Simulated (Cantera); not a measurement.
# Thermodynamics of hydrogen reduction and annealing atmospheres, feed FeS + H₂ + N₂

Input: 1 mol FeS, 17 mol H₂, 0.47 mol N₂, equilibrated at 1 atm.

Cantera equilibrium calculation (NASA polynomials, part measured and part estimated; ideal gas, pure solids and liquids). Candidate condensed phases: Fe, FeS, FeS₂, S; 16 gas species. Metal and sulfide melt together well below either melting point, which pure phases cannot show. Mutual solubility and eutectic melting of coexisting phases are not modelled. FeS: taken at fixed stoichiometry. Condensed phases not in the tables: Fe₄N. Rates play no part.

From 700 K to 1100 K the condensed part is Fe(α) + FeS(s). From 1200 K to 1400 K the condensed part is Fe(γ) + FeS(s).

```json
[
 {"T (K)": "700", "x H₂": "0.972", "x N₂": "0.0262", "x H₂S": "3.59e-5", "x NH₃": "0.00147", "x SH": "<1e-12", "x H": "<1e-12", "n Fe(α)": "0.000627", "n FeS(s)": "0.999", "n Fe(γ)": "0"},
 {"T (K)": "800", "x H₂": "0.973", "x N₂": "0.0267", "x H₂S": "0.000150", "x NH₃": "0.000475", "x SH": "6.53e-12", "x H": "2.84e-12", "n Fe(α)": "0.00261", "n FeS(s)": "0.997", "n Fe(γ)": "0"},
 {"T (K)": "900", "x H₂": "0.973", "x N₂": "0.0268", "x H₂S": "0.000447", "x NH₃": "0.000193", "x SH": "3.02e-10", "x H": "1.15e-10", "n Fe(α)": "0.00780", "n FeS(s)": "0.992", "n Fe(γ)": "0"},
 {"T (K)": "1000", "x H₂": "0.972", "x N₂": "0.0269", "x H₂S": "0.00107", "x NH₃": "9.26e-5", "x SH": "6.51e-9", "x H": "2.22e-9", "n Fe(α)": "0.0187", "n FeS(s)": "0.981", "n Fe(γ)": "0"},
 {"T (K)": "1100", "x H₂": "0.971", "x N₂": "0.0269", "x H₂S": "0.00222", "x NH₃": "5.05e-5", "x SH": "8.16e-8", "x H": "2.53e-8", "n Fe(α)": "0.0387", "n FeS(s)": "0.961", "n Fe(γ)": "0"},
 {"T (K)": "1200", "x H₂": "0.969", "x N₂": "0.0269", "x H₂S": "0.00410", "x NH₃": "3.03e-5", "x SH": "6.77e-7", "x H": "1.93e-7", "n Fe(α)": "0", "n FeS(s)": "0.928", "n Fe(γ)": "0.0716"},
 {"T (K)": "1300", "x H₂": "0.966", "x N₂": "0.0269", "x H₂S": "0.00686", "x NH₃": "1.96e-5", "x SH": "4.05e-6", "x H": "1.08e-6", "n Fe(α)": "0", "n FeS(s)": "0.880", "n Fe(γ)": "0.120"},
 {"T (K)": "1400", "x H₂": "0.963", "x N₂": "0.0269", "x H₂S": "0.0106", "x NH₃": "1.34e-5", "x SH": "1.86e-5", "x H": "4.74e-6", "n Fe(α)": "0", "n FeS(s)": "0.815", "n Fe(γ)": "0.185"}
]
```
x: gas mole fraction; n: condensed amount in mol.
